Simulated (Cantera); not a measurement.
Feed: 1 mol Si(CH3)4, 0.38 mol C2H2, 180 mol H2, held at 1123.15 K and 0.800 bar.

Cantera equilibrium calculation (NASA polynomials, part measured and part estimated; ideal gas, pure solids and liquids). Candidate condensed phases: C, C6H6, C7H8, C8H18, Si, SiC; 87 gas species. Kinetics and transport are ignored.

Base state: H2 0.979, CH4 0.0206 (mole fractions); condensed: SiC(s).

**Question.** What changes in the equilibrium state with this change: pressure from 0.800 bar to 10.0 mbar?

**Answer.** 
| species | before | after |
|---|---|---|
| H2 | 0.979 | 1.000 |
| CH4 | 0.0206 | 0.000293 |
| SiC(s), mol | 1.00 | 1.00 |
| C(graphite), mol | 0 | 3.71 |
